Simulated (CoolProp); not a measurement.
R245fa along the isobar 10.9 MPa: density (kg/m³) from the reference equation and from simpler models built on Tc = 427.0 K, pc = 3.651 MPa, ω = 0.378; each cubic takes its own stable root.

Model: reference Helmholtz-energy equation of state, Akasaka 2015, in CoolProp.

```tsv
T (K)	phase	reference	van der Waals	Soave-Redlich-Kwong
250.9	liquid	1478	901.2	1346
254.6	liquid	1470	897.7	1339
258.2	liquid	1462	894.2	1333
261.8	liquid	1454	890.7	1327
265.4	liquid	1445	887.2	1320
269.1	liquid	1437	883.5	1314
272.7	liquid	1429	880.0	1307
276.3	liquid	1420	876.4	1300
279.9	liquid	1412	872.8	1293
283.6	liquid	1403	869.0	1286
287.2	liquid	1395	865.4	1279
290.8	liquid	1386	861.7	1272
294.4	liquid	1378	857.9	1264
298.1	liquid	1369	854.1	1257
301.7	liquid	1360	850.3	1249
```
